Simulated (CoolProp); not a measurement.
Vapour-liquid equilibrium of ethane (1) + C2F6 (R116) (2) at 246.3 K; x and y are mole fractions of (1).

Values from CoolProp's multi-fluid Helmholtz-energy mixture model, Bücker 2006 and Lemmon 2006; pair parameters Bell 2016.

```
x     bubble pressure, mixture model (MPa)  bubble pressure, Raoult's law (MPa)  y, mixture model  y, Raoult's law
----  ------------------------------------  -----------------------------------  ----------------  ---------------
0.05                                     …                               0.8614                 …            0.068
0.2                                      …                               0.9099             0.354            0.257
0.35                                     …                               0.9584                 …            0.427
0.5                                      …                                1.007             0.586            0.580
0.65                                 1.412                                1.056             0.659            0.720
0.8                                      …                                1.104             0.742            0.847
0.95                                 1.262                                1.153                 …            0.963
```

Question: Complete the blanks.

Answer: 
- 0.05, bubble pressure, mixture model (MPa): 0.9287
- 0.05, y, mixture model: 0.114
- 0.2, bubble pressure, mixture model (MPa): 1.150
- 0.35, bubble pressure, mixture model (MPa): 1.302
- 0.35, y, mixture model: 0.495
- 0.5, bubble pressure, mixture model (MPa): 1.384
- 0.8, bubble pressure, mixture model (MPa): 1.390
- 0.95, y, mixture model: 0.899

The largest gap from Raoult's law is +37.4 % in bubble pressure, at x = 0.5. y crosses x between x = 0.65 and 0.8: the model has an azeotrope there.

Pair parameters are fitted to limited data, so mixtures are less certain than the pure fluids.
